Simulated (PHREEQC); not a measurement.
## Brine (model solution)

Consider water at 25 °C with 3.4 mol K2CO3, 0.026 mol H3BO3 and 0.17 mol NaCl per kg of water. Closed to the air; pH follows from the charge balance.

Computed with PHREEQC (Pitzer model, pitzer.dat).

Each row changes one thing in this solution. This is a speciation only: nothing precipitates in the calculation.

```csv
case,pH,ionic strength (mol/kgw),HCO3- (mol/kgw),CO2 (mol/kgw),SI of Sylvite (KCl),SI of Kalicinite (KHCO3)
as made,12.16,10.3,0.0283,1.10e-8,-1.27,-1.79
H3BO3 from 0.026 to 0.013 mol/kgw,12.38,10.3,0.0171,3.99e-9,-1.27,-2.01
H3BO3 from 0.026 to 0.0234 mol/kgw,12.20,10.3,0.0260,9.27e-9,-1.27,-1.83
NaCl from 0.17 to 1.7 mol/kgw,?,?,0.0282,8.10e-9,?,-1.79
H3BO3 left out,?,10.4,0.00838,9.58e-10,-1.27,-2.32
```

What belongs in the gaps?


- NaCl from 0.17 to 1.7 mol/kgw, pH: 12.09
- NaCl from 0.17 to 1.7 mol/kgw, ionic strength (mol/kgw): 11.9
- NaCl from 0.17 to 1.7 mol/kgw, SI of Sylvite (KCl): -0.12
- H3BO3 left out, pH: 12.69

In brines, pH and single-ion activities rest on the MacInnes convention.
